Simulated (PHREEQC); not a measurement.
1 kg of water holding 0.02 mol/kgw NaCl, 0.22 mol/kgw Na2SO4, 0.026 mol/kgw Na2CO3 and 0.4 mol/kgw NaOH is evaporated at 25 °C; the solids stay in contact with the brine. The system is closed to CO2. Only these solids could form: Burkeite, Halite, Mirabilite, Nahcolite, Natron, Thenardite, Trona.

All values are PHREEQC results (Pitzer model, pitzer.dat), not measurements.

Task: Predict ionic strength at water left (kg) = 0.8219, 0.6755, 0.2533.

Result: 
| water left (kg) | ionic strength |
|---|---|
| 0.8219 | 1.41 |
| 0.6755 | 1.71 |
| 0.2533 | 4.57 |

Complexes and solids missing from the database can't appear.
